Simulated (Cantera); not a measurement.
## Hydrocarbon pyrolysis for carbon deposition

A perfectly stirred reactor is fed with 1.06 % C₂H₆, 92.6 % N₂, 6.38 % H₂O, at 0.132 atm; it is held at 1625 K, and followed from long to short residence time.

Detailed kinetics in Cantera: GRI-Mech 3.0 (53 species, 325 reactions).

| τ (s) | x C₂H₆ | x C₂H₂ | x C₂H | x C₂H₄ | x HCN | x CH₃ | x CH₂ |
|---|---|---|---|---|---|---|---|
| 1.2 | 4.98e-6 | 0.00582 | 4.81e-8 | 3.35e-5 | 8.43e-6 | 8.45e-5 | 1.74e-7 |
| 0.69 | 7.94e-6 | 0.00640 | 6.36e-8 | 4.91e-5 | 8.49e-6 | 0.000104 | 2.53e-7 |
| 0.39 | 1.28e-5 | 0.00689 | 8.32e-8 | 7.27e-5 | 8.55e-6 | 0.000129 | 3.71e-7 |
| 0.22 | 2.04e-5 | 0.00728 | 1.07e-7 | 0.000108 | 8.54e-6 | 0.000159 | 5.40e-7 |
| 0.13 | 3.15e-5 | 0.00754 | 1.32e-7 | 0.000156 | 8.40e-6 | 0.000194 | 7.58e-7 |
| 0.072 | 5.12e-5 | 0.00773 | 1.64e-7 | 0.000237 | 8.07e-6 | 0.000242 | 1.10e-6 |
| 0.041 | 8.15e-5 | 0.00778 | 1.96e-7 | 0.000353 | 7.57e-6 | 0.000300 | 1.54e-6 |
| 0.023 | 0.000132 | 0.00769 | 2.28e-7 | 0.000534 | 6.89e-6 | 0.000376 | 2.14e-6 |
| 0.013 | 0.000213 | 0.00743 | 2.56e-7 | 0.000800 | 6.10e-6 | 0.000472 | 2.93e-6 |
| 0.0075 | 0.000339 | 0.00699 | 2.73e-7 | 0.00117 | 5.27e-6 | 0.000589 | 3.89e-6 |
x: mole fraction; the columns are a selection and need not sum to one.
